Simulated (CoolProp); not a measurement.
Properties of sulfur hexafluoride along the isobar 1.01 bar.

Model: reference Helmholtz-energy equation of state, Guder 2009, in CoolProp.

```tsv
T (K)	phase	cp (kJ/(kg K))	speed of sound (m/s)	Joule-Thomson coefficient (K/MPa)	isothermal compressibility (1/MPa)	conductivity (mW/(m K))	fugacity coefficient
281.1	gas	0.6413	131.1	11.07	10.04	11.7	0.9865
297.3	gas	0.6676	134.8	9.410	10.02	12.9	0.9887
313.4	gas	0.6923	138.4	8.115	9.997	14.1	0.9905
329.6	gas	0.7154	141.9	7.072	9.982	15.4	0.9920
345.8	gas	0.7371	145.3	6.222	9.970	16.6	0.9932
362	gas	0.7572	148.6	5.518	9.960	17.8	0.9942
378.1	gas	0.7758	151.8	4.933	9.951	19.0	0.9950
394.3	gas	0.7932	155.0	4.432	9.944	20.2	0.9957
```

Thermal conductivity comes from a separate model (Assael 2012).
